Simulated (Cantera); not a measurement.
**Ignition delay**

Mixture: CH₄ : H₂ : O₂ : N₂ : H₂O = 0.68 : 0.66 : 2.51 : 9.42 : 3.1 (molar parts), equivalence ratio 0.67, at 28.0 bar, adiabatic and at constant volume. Ignition delay is the time to a rise of 400 K.

Detailed kinetics in Cantera: GRI-Mech 3.0 (53 species, 325 reactions). The pressure lies above the range GRI-Mech 3.0 was tuned for (to about 10 atm).

```csv
T0 (K),delay (ms)
1248,0.174
1348,0.0536
1448,0.0200
1548,0.00895
1648,0.00462
1748,0.00264
1848,0.00162
1948,0.00105
2048,0.000707
```

```yaml
apparent activation energy between 1848 and 2048 K: 130 kJ/mol
```
